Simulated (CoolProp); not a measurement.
The fluid at 298.15 K and 3.01 MPa is throttled through a valve to 0.712 MPa with no heat exchange. The same conditions are run with several fluids, on thermodynamics alone (safety and materials aside).

Computed with CoolProp (reference Helmholtz-energy equation of state of each fluid (hydrogen chloride: Thol 2018; ethylene: Smukala 2000; nitrous oxide: Lemmon 2006; carbon monoxide: Lemmon 2006; nitrogen: Span 2000)).

Rank hydrogen chloride, ethylene, nitrous oxide, carbon monoxide, nitrogen by temperature change (K), highest first.

nitrogen (-4.7), carbon monoxide (-5.5), ethylene (-28.0), nitrous oxide (-29.5), hydrogen chloride (-40.7)

```csv
fluid,final density (kg/m³)
hydrogen chloride,13.1
ethylene,9.43
nitrous oxide,14.9
carbon monoxide,8.22
nitrogen,8.19
```
